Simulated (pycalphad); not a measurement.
Computed with pycalphad from the COST 507 light-alloy database (1999), at 1 atm. The data set is of 1999 and partly superseded. Amounts are mole fractions of atoms.

Task: Give the equilibrium state of Hf-0.08029C (wt.%) at 2400 K.

Result: 
```
T = 2400.00 K, P = 101325 Pa, N = 1 mol of atoms
G = -192082 J/mol, H = 70585 J/mol, S = 109.44 J/(mol K)  (SER reference)
chemical potentials (J/mol): Hf -190233, C -346914
phase             fraction      x(Hf)       x(C)
BCC_A2              0.6365     0.9965     0.0035
HCP_A3              0.3635     0.9736     0.0264
```

BCC_A2 is bcc; HCP_A3 is hcp.
